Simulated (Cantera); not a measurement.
An isothermal, constant-pressure homogeneous reactor starts with 0.0607 % CO, 0.259 % O₂, 0.129 % H₂O, 99.6 % N₂, at 1223 K and 1.00 atm.

Cantera simulation using GRI-Mech 3.0 (53 species, 325 reactions); the numbers are that mechanism's predictions, not measurements.

x: mole fraction; the columns are a selection and need not sum to one.

```tsv
t (s)	x CO	x O₂	x H₂O	x NO	x O	x CO₂	x H₂
1.00e-5	0.000607	0.00259	0.00129	<1e-12	1.12e-12	1.13e-12	<1e-12
3.35e-5	0.000607	0.00259	0.00129	<1e-12	3.75e-12	3.77e-12	<1e-12
0.000112	0.000607	0.00259	0.00129	<1e-12	1.25e-11	1.27e-11	<1e-12
0.000376	0.000607	0.00259	0.00129	<1e-12	4.06e-11	4.34e-11	<1e-12
0.00126	0.000607	0.00259	0.00129	<1e-12	1.36e-10	1.70e-10	<1e-12
0.00422	0.000607	0.00259	0.00129	<1e-12	8.47e-10	(withheld)	3.82e-11
0.0141	0.000607	0.00259	0.00129	<1e-12	1.50e-7	3.06e-7	1.23e-8
0.0474	0.000267	0.00241	0.00128	8.03e-9	1.71e-5	0.000340	6.80e-6
0.159	3.17e-5	0.00230	0.00129	2.24e-8	2.11e-6	0.000576	8.41e-7
0.532	2.49e-6	0.00229	0.00129	2.75e-8	2.18e-7	0.000605	7.78e-8
1.78	1.22e-7	0.00229	0.00129	2.93e-8	2.99e-8	0.000607	8.98e-9
5.97	(withheld)	0.00229	0.00129	2.99e-8	(withheld)	0.000607	(withheld)
20.0	4.84e-10	0.00229	0.00129	3.00e-8	2.33e-9	0.000607	6.57e-10
```

Problem. Some entries are withheld; supply them.

Solution. 
- 0.00422, x CO₂: 1.48e-9
- 5.97, x CO: 2.91e-9
- 5.97, x O: 7.65e-9
- 5.97, x H₂: 2.10e-9
